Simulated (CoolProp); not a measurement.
Properties of carbon monoxide along the isotherm 95.4 K.

The numbers come from the reference Helmholtz-energy equation of state, Lemmon 2006 in CoolProp. It is a short technical equation, of lower accuracy than the large ones.

```tsv
p (MPa)	phase	density (kg/m³)	cp (kJ/(kg K))	expansivity (1/kK)	fugacity coefficient
0.583	liquid	730.0	2.235	6.985	0.5975
1.17	liquid	732.2	2.220	6.841	0.3063
1.75	liquid	734.4	2.206	6.706	0.2106
2.33	liquid	736.6	2.193	6.580	0.1626
2.92	liquid	738.7	2.180	6.458	0.1335
3.5	liquid	740.8	2.168	6.345	0.1145
4.08	liquid	742.8	2.157	6.237	0.1010
4.66	liquid	744.7	2.147	6.135	0.09087
5.25	liquid	746.6	2.137	6.036	0.08295
```
